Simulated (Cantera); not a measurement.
Feed: 1 mol HBr, 1.9 mol O₂, 5.7 mol H₂, held at 2373 K and 13.3 mbar.

Method: chemical equilibrium by Gibbs-energy minimisation in Cantera with the NASA 1993 tables (ideal gas, pure condensed phases). Candidate condensed phases: Br₂, H₂O; 12 gas species. The numbers say what is thermodynamically allowed, not how fast it happens.

Base state: H₂O 0.486, H₂ 0.290, Br 0.0992, H 0.0651, HBr 0.0356, OH 0.0194, O 0.00293, O₂ 0.00204 (mole fractions); condensed: gas only.

What changes in the equilibrium state with this change: temperature from 2373 K to 2098 K?


```tsv
species	before	after
H₂O	0.486	0.539
H₂	0.290	0.301
HBr	0.0356	0.0726
H	0.0651	0.0146
OH	0.0194	0.00311
Br	0.0992	0.0701
O	0.00293	0.000108
O₂	0.00204	8.23e-5
```

What changes in the equilibrium state with this change: pressure from 13.3 mbar to 2.80 bar?


```csv
species,before,after
H₂O,0.486,0.557
H₂,0.290,0.290
HBr,0.0356,0.123
Br,0.0992,0.0237
H,0.0651,0.00449
OH,0.0194,0.00153
O,0.00293,1.60e-5
O₂,0.00204,1.28e-5
```
